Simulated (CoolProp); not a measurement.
Normal hydrogen at 298.15 K and 4.89 MPa is throttled through a valve to 2.13 MPa with no heat exchange. Each further row changes one setting.

Computed with CoolProp (reference Helmholtz-energy equation of state, Leachman 2009).

| case | temperature change (K) | final phase | final density (kg/m³) |
|---|---|---|---|
| as stated | (withheld) | supercritical | 1.71 |
| outlet pressure 0.639 MPa | +1.3 | (withheld) | 0.515 |
| outlet pressure 2.77 MPa | (withheld) | supercritical | 2.21 |

Q: Some entries are withheld; supply them.

A: 
- as stated, temperature change (K): +0.9
- outlet pressure 0.639 MPa, final phase: gas
- outlet pressure 2.77 MPa, temperature change (K): +0.7
